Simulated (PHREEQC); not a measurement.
PHREEQC input (ion-association model, wateq4f.dat):

```
SOLUTION_MASTER_SPECIES
  An  An-  0  An  62.0  # stands for a non-complexing anion
SOLUTION_SPECIES
  An- = An-
    -log_k 0
    -gamma 3.0 0
PHASES
  Fix_H+
    H+ = H+
    -log_k 0
SOLUTION 1
  temp 25
  units mmol/kgw
  pH 7 charge
  Na 50
  An 50
END
SELECTED_OUTPUT 1
  -reset false
  -pH true
  -pe true
  -ionic_strength true
  -water true
  -totals Na
  -molalities Hfo_wOH Hfo_wOH2+ Hfo_wO- Hfo_sOH Hfo_sOH2+ Hfo_sO-
USER_PUNCH 1
  -headings sigma psi
  10 PUNCH EDL("sigma", "Hfo"), EDL("psi", "Hfo")
PRINT
  -reset false
USE solution 1
SURFACE 1
  Hfo_wOH 0.000193258 600 0.086
  Hfo_sOH 4.83146e-06
EQUILIBRIUM_PHASES 1
  Fix_H+ -3 HAn 10
    -force_equality true
  O2(g) -0.68 10
END
# ... the last block is repeated for the other 16 points of pH, with NaOH or the acid as the point needs
```

Selected output (columns that matter, 17 of 17 rows; pH added in front):

```
pH	mu	Na	m_Hfo_wOH	m_Hfo_wOH2+	m_Hfo_wO-	m_Hfo_sOH	m_Hfo_sOH2+	m_Hfo_sO-	sigma	psi
3	0.051268	0.05	6.9278e-06	0.00018632	5.901e-09	1.732e-07	4.6581e-06	1.4752e-10	0.35713	0.16921
3.5	0.05046	0.05	1.8385e-05	0.00017483	4.4293e-08	4.5963e-07	4.3707e-06	1.1073e-09	0.33502	0.16634
4	0.050196	0.05	3.9508e-05	0.00015352	2.3292e-07	9.877e-07	3.8379e-06	5.823e-09	0.29381	0.15975
4.5	0.050101	0.05	6.7273e-05	0.00012516	8.2837e-07	1.6818e-06	3.1289e-06	2.0709e-08	0.23831	0.1491
5	0.05006	0.05	9.4718e-05	9.6408e-05	2.1318e-06	2.368e-06	2.4102e-06	5.3296e-08	0.18071	0.13501
5.5	0.050038	0.05	0.00011683	7.2087e-05	4.3378e-06	2.9208e-06	1.8022e-06	1.0845e-07	0.12986	0.11829
6	0.050025	0.05	0.00013204	5.3791e-05	7.4253e-06	3.3011e-06	1.3448e-06	1.8563e-07	0.088872	0.099382
6.5	0.050016	0.05	0.00014107	4.1094e-05	1.1094e-05	3.5267e-06	1.0274e-06	2.7735e-07	0.057504	0.07842
7	0.050009	0.05	0.00014568	3.271e-05	1.4864e-05	3.6421e-06	8.1775e-07	3.7161e-07	0.034206	0.055532
7.5	0.050005	0.05	0.00014769	2.7177e-05	1.8388e-05	3.6923e-06	6.7942e-07	4.5969e-07	0.016846	0.031067
8	0.050001	0.05	0.00014833	2.3217e-05	2.171e-05	3.7083e-06	5.8042e-07	5.4275e-07	0.002888	0.0056452
8.5	0.050007	0.050009	0.0001481	1.9855e-05	2.5306e-05	3.7024e-06	4.9638e-07	6.3264e-07	-0.010447	-0.019955
9	0.050019	0.050026	0.0001468	1.6452e-05	3.0007e-05	3.67e-06	4.1131e-07	7.5017e-07	-0.025981	-0.044929
9.5	0.050051	0.050064	0.00014353	1.2766e-05	3.6967e-05	3.5881e-06	3.1914e-07	9.2417e-07	-0.046388	-0.068569
10	0.050143	0.050163	0.00013666	8.9876e-06	4.7606e-05	3.4166e-06	2.2469e-07	1.1902e-06	-0.074023	-0.09039
10.5	0.050419	0.050449	0.00012427	5.5791e-06	6.341e-05	3.1067e-06	1.3948e-07	1.5853e-06	-0.11085	-0.11016
11	0.051276	0.051319	0.0001048	2.9421e-06	8.5517e-05	2.62e-06	7.3552e-08	2.1379e-06	-0.15828	-0.12768
```

Species that the database lacks are ignored. The oxide is taken as insoluble; below pH 4 it would dissolve.
